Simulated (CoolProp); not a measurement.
R152A at 350.93 K and 1.71 MPa flows at 0.078 m/s in a round tube of 100 mm bore and 1.5 µm roughness, fully developed (64/Re and Nu = 3.66 if laminar; Colebrook and Gnielinski if turbulent). Each further row changes one setting.

Computed with CoolProp (reference Helmholtz-energy equation of state, Outcalt 1996). It is a modified Benedict-Webb-Rubin equation, recast in Helmholtz form.

```csv
case,Reynolds number,Darcy friction factor,pressure drop (Pa/m),heat-transfer coefficient (W/(m² K)),mass flow (kg/h)
as stated,29100,0.0237,0.0365,18.0,112
velocity 0.156 m/s,58200,0.0203,0.125,31.3,224
diameter 200 mm,58200,0.0202,0.0156,15.6,447
```

Viscosity comes from a separate model (Bell 2016), an estimate that may be off by 10 % or more. Thermal conductivity comes from a separate model (Krauss 1996).
